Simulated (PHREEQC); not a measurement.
Make-up at 39 °C: 0.0032 mol/kgw Cu(NO3)2, 0.0006 mol/kgw HBF4 and 0.031 mol/kgw Na2SO4. Closed to the air; pH follows from the charge balance.

Model: ion-association model, phreeqc.dat, run in PHREEQC.

Each row changes one thing in this solution. Precipitation was switched off in this run.

```tsv
case	pH	ionic strength (mol/kgw)	Cu+2 (mol/kgw)	F- (mol/kgw)	HF (mol/kgw)	CuF+ (mol/kgw)
as made	3.31	0.0903	0.00171	0.00131	0.000926	1.82e-5
HBF4 replaced by NaHF2 at the same molality	3.86	0.0908	0.00170	0.000969	0.000196	1.34e-5
Na2SO4 from 0.031 to 0.0465 mol/kgw	3.37	0.130	0.00160	0.00140	0.000838	1.61e-5
temperature from 39 to 55 °C	3.42	0.0896	0.00169	0.00130	0.000977	1.97e-5
Na2SO4 left out	3.06	0.0105	0.00316	0.000870	0.00132	3.75e-5
diluted 10-fold with water	3.85	0.00996	0.000248	0.000192	4.67e-5	6.54e-7
```

Complexes and solids missing from the database can't appear. Away from 25 °C the constants follow the database's enthalpies or fits; those with neither stay at their 25 °C values. Real BF4- forms and hydrolyses slowly; the run takes it at equilibrium.
